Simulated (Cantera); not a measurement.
Cantera run:

```python
import numpy as np
import cantera as ct

gas_names = """
    C CH CH2 CH3 CH2OH CH3O CH4 CH3OH CO CO2 COOH C2 C2H CHCO,ketyl C2H2,acetylene C2H2,vinylidene
    CH2CO,ketene C2H3,vinyl CH3CO,acetyl C2H4 C2H4O,ethylen CH3CHO,ethanal CH3COOH (HCOOH)2 C2H5 C2H6
    CH3OCH3 C2H5OH C2O C3 C3H3,propargyl C3H4,allene C3H4,propyne C3H4,cyclo- C3H5,allyl C3H6,propylene
    C3H6,cyclo- C3H6O C3H7,n-propyl C3H7,i-propyl C3H8 C3H8O,1propanol C3H8O,2propanol C3O2 C4 C4H2
    C4H4,1,3-cyclo- C4H6,butadiene C4H6,2-butyne C4H6,cyclo- C4H8,1-butene C4H8,cis2-buten
    C4H8,tr2-butene C4H8,isobutene C4H8,cyclo- (CH3COOH)2 C4H9,n-butyl C4H9,i-butyl C4H9,s-butyl
    C4H9,t-butyl C4H10,isobutane C4H10,n-butane C5 C5H6,1,3cyclo- C5H8,cyclo- C5H10,1-pentene
    C5H10,cyclo- C5H11,pentyl C5H11,t-pentyl C5H12,n-pentane C5H12,i-pentane CH3C(CH3)2CH3 C6H2
    C6H5,phenyl C6H5O,phenoxy C6H6 C6H5OH,phenol C6H10,cyclo- C6H12,1-hexene C6H12,cyclo- C6H13,n-hexyl
    C7H7,benzyl C7H8 C7H8O,cresol C7H14,1-heptene C7H15,n-heptyl C7H16,n-heptane C8H8,styrene
    C8H10,ethylbenz C8H16,1-octene C8H17,n-octyl C8H18,isooctane C8H18,n-octane C9H19,n-nonyl
    C10H8,naphthale C10H21,n-decyl C12H9,o-bipheny C12H10,bipheny H HCO HO2 H2 HCHO,formaldehy HCOOH H2O
    H2O2 O OH O2 O3 Pb PbO Pb2
""".split()
cond_names = """
    C(gr) C6H6(L) C7H8(L) C8H18(L),n-octa H2O(s) H2O(L) Pb(cr) Pb(L) PbO(rd) PbO(yw) PbO(L) PbO2(s)
    Pb3O4(s)
""".split()


def load(file, names, dense=False):
    # The tables refer to 1 bar. Condensed volumes are neglected.
    table = {s.name: s for s in ct.Species.list_from_file(file)}
    out = []
    for n in names:
        d = dict(table[n].input_data)
        d["thermo"] = dict(d["thermo"], **{"reference-pressure": 1e5})
        if dense:
            d["equation-of-state"] = {"model": "constant-volume", "density": "1e6 g/cm^3"}
        out.append(ct.Species.from_dict(d))
    return out


gas = ct.Solution(thermo="ideal-gas", species=load("nasa_gas.yaml", gas_names))
cond = {s.name: ct.Solution(thermo="fixed-stoichiometry", species=[s], name=s.name)
        for s in load("nasa_condensed.yaml", cond_names, dense=True)}
atoms = {
    'PbO': {'Pb': 1, 'O': 1},
    'CO': {'C': 1, 'O': 1},
    'H2': {'H': 2},
}
top_T = {'C(gr)': 4500, 'Pb3O4(s)': 820}  # K; cautious upper limits of use, not melting points


def equilibrate(T, P, feed):
    n = {}
    for name, mol in feed.items():
        for a, k in atoms[name].items():
            n[a] = n.get(a, 0.0) + k * mol
    gas.TPX = T, P, n
    mass = sum(n.values()) * gas.mean_molecular_weight
    gas.equilibrate("TP")
    valid = [c for c in cond.values() if c.min_temp <= T <= top_T.get(c.name, c.max_temp)]
    mix = ct.Mixture([(gas, mass / gas.mean_molecular_weight)] + [(c, 0.0) for c in valid])
    mix.T, mix.P = T, P
    mix.equilibrate("TP", solver="vcs", rtol=1e-11, max_steps=5000)
    return mix


results = []
feed = {'PbO': 1, 'CO': 8.1, 'H2': 0.21}  # mol
P = 101325  # Pa
for T in [1848, 1948, 2048, 2148, 2248, 2348, 2448, 2548, 2648]:
    mix = equilibrate(T, P, feed)
    results.append((T, P, feed, dict(zip(mix.species_names, mix.species_moles))))

top = {s: max(r[3][s] / sum(r[3][g] for g in gas_names) for r in results) for s in gas_names}
cols = sorted((s for s in top if top[s] > 0.001), key=lambda s: -top[s])[:7]
seen = [c for c in cond_names if any(r[3].get(c, 0) > 1e-12 for r in results)]
print("log10 of partial pressures in bar; condensed amounts in mol")
print(f"{'T/K':>10s}" + "".join(f"{s[:9]:>10s}" for s in cols + seen))
for T, P, feed, n in results:
    ng = sum(n[g] for g in gas_names)
    print(f"{T:10.4g}" + "".join(f"{np.log10(max(n[s] / ng * P / 1e5, 1e-99)):10.3f}" for s in cols)
          + "".join(f"{n.get(c, 0):10.4g}" for c in seen))
```

Output:

```
log10 of partial pressures in bar; condensed amounts in mol
       T/K        CO        Pb       CO2        H2       H2O         H       PbO
      1848    -0.108    -0.964    -0.996    -1.823    -2.108    -4.187    -3.857
      1948    -0.107    -0.965    -0.998    -1.837    -2.085    -3.865    -3.641
      2048    -0.107    -0.965    -1.001    -1.850    -2.066    -3.575    -3.449
      2148    -0.107    -0.966    -1.003    -1.863    -2.051    -3.312    -3.276
      2248    -0.107    -0.967    -1.005    -1.877    -2.040    -3.073    -3.121
      2348    -0.106    -0.968    -1.008    -1.893    -2.034    -2.855    -2.980
      2448    -0.106    -0.970    -1.010    -1.911    -2.033    -2.656    -2.854
      2548    -0.106    -0.972    -1.014    -1.932    -2.038    -2.476    -2.740
      2648    -0.106    -0.974    -1.018    -1.959    -2.052    -2.312    -2.638
```

Equilibrium computed with Cantera from the NASA thermochemical tables; the gas is ideal and each condensed phase is pure. Gases not in the tables: (PbO)n polymers.
